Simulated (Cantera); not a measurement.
**Silicon epitaxy and polysilicon growth: SiCl₄ + H₂**

Input: 1 mol SiCl₄, 55 mol H₂, held at 1175 K and 0.420 bar.

Equilibrium computed with Cantera from the NASA thermochemical tables; the gas is ideal and each condensed phase is pure. Candidate condensed phases: Si; 19 gas species. The tables' values for SiCl₃ are old estimates; treat these amounts as uncertain. Kinetics and transport are ignored.

| Item | Result |
|---|---|
| x(H₂) | 0.961 |
| x(HCl) | 0.0254 |
| x(SiCl₄) | 0.00577 |
| x(SiHCl₃) | 0.00514 |
| x(SiCl₂) | 0.00153 |
| x(SiCl₃) | 0.000951 |
| x(SiH₂Cl₂) | 0.000588 |
| x(SiH₃Cl) | 1.83e-5 |
| n(Si(s)) | 0.211 mol |
| gas amount | 56.32 mol |
